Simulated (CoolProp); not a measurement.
A single-stage vapour-compression cycle with R22: evaporating at 233.15 K (dew point), condensing at 285.15 K (bubble point), superheat 8 K, subcooling 5 K, compressor efficiency 0.75, no pressure losses. Each further row changes one setting.

Computed with CoolProp (reference Helmholtz-energy equation of state, Kamei 1995).

| case | cooling COP | pressure ratio | discharge temperature (K) | refrigerating effect (kJ/kg) | volumetric capacity (kJ/m³) |
|---|---|---|---|---|---|
| as stated | 2.78 | 6.87 | 350.8 | 185 | 866 |
| evaporating temperature 238.15 K | 3.21 | … | 343.4 | … | … |
| condensing temperature 280.15 K | 3.15 | 5.91 | 341.7 | 191 | 894 |
| subcooling 10 K | 2.87 | 6.87 | 350.8 | 191 | 894 |
| superheat 18 K | 2.75 | 6.87 | … | 191 | 856 |
| compressor efficiency 0.65 | 2.41 | 6.87 | 364.2 | 185 | 866 |

Problem. What belongs in the gaps?

Solution. 
- evaporating temperature 238.15 K, pressure ratio: 5.48
- evaporating temperature 238.15 K, refrigerating effect (kJ/kg): 187
- evaporating temperature 238.15 K, volumetric capacity (kJ/m³): 1090
- superheat 18 K, discharge temperature (K): 362.7
